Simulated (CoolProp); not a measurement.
Properties of acetone at several states.

The numbers come from the reference Helmholtz-energy equation of state, Lemmon 2006 in CoolProp. It is a short technical equation, of lower accuracy than the large ones.

```tsv
T (K)	p (bar)	phase	density (kg/m³)	speed of sound (m/s)
457.2	0.286	gas	0.4385	266.2
269.4	59.2	liquid	820.9	1332
440.6	6.41	gas	11.26	241.9
476.5	0.351	gas	0.5165	271.4
```
